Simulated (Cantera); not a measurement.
Feed: 1 mol HMDSO, 0.22 mol NO, equilibrated at 0.120 bar.

Cantera equilibrium calculation (NASA polynomials, part measured and part estimated; ideal gas, pure solids and liquids). Candidate condensed phases: C, C6H6, C7H8, C8H18, H2O, Si, SiC, SiO2, Si2N2O, Si3N4; 151 gas species. The feed counts by its element totals alone. Mutual solubility and eutectic melting of coexisting phases are not modelled. Equilibrium is a limit: real reactors are often held back by kinetics, nucleation or transport.

At 1125 K, list the 3 most abundant gas species with their mole fractions, and the condensed phases.

H2 0.997, CH4 0.00344, CO 6.01e-5. Condensed: C(graphite) + SiC(s) + SiO2(β-quartz) + Si2N2O(s).
